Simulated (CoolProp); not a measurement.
Computed with CoolProp (reference Helmholtz-energy equation of state, Younglove 1994). It is a modified Benedict-Webb-Rubin equation, recast in Helmholtz form.

Problem. Give the vapour pressure (MPa), vapour density (kg/m³), enthalpy of vaporisation (kJ/kg), liquid viscosity (µPa s) of saturated R123 at 346.6, 369.6 K.

Solution. 
```json
[
 {"T (K)": "346.6", "p (MPa)": "0.413", "vapour density (kg/m³)": "24.7", "enthalpy of vaporisation (kJ/kg)": "149", "liquid viscosity (µPa s)": "247"},
 {"T (K)": "369.6", "p (MPa)": "0.725", "vapour density (kg/m³)": "43.3", "enthalpy of vaporisation (kJ/kg)": "136", "liquid viscosity (µPa s)": "195"}
]
```

Viscosity comes from a separate model (Tanaka 1996).
